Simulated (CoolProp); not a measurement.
Values from CoolProp's reference Helmholtz-energy equation of state, Akasaka 2019.

**Question.** Give the vapour pressure (bar), enthalpy of vaporisation (kJ/kg), vapour Z of saturated R1234ze(Z) at 12.45, 25.55 °C.

**Answer.** 
```csv
T (°C),p (bar),enthalpy of vaporisation (kJ/kg),vapour Z
12.45,1.13,214,0.946
25.55,1.81,206,0.926
```
